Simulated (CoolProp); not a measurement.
Vapour-liquid equilibrium of cis-2-butene (1) + acetone (2) at 107.45 °C; x and y are mole fractions of (1).

Computed with CoolProp (multi-fluid Helmholtz-energy mixture model, Lemmon 2005 and Lemmon 2006; pair parameters Bell 2016).

Task: Give the bubble pressure and the first vapour's composition at x = 0.05, 0.35, 0.65. Is there an azeotrope?

Result: x = 0.05: 0.5669 MPa, y = 0.222; x = 0.35: 1.102 MPa, y = 0.665; x = 0.65: 1.405 MPa, y = 0.806. No azeotrope shows between x = 0.05 and 0.95.

Pair parameters are fitted to limited data, so mixtures are less certain than the pure fluids.
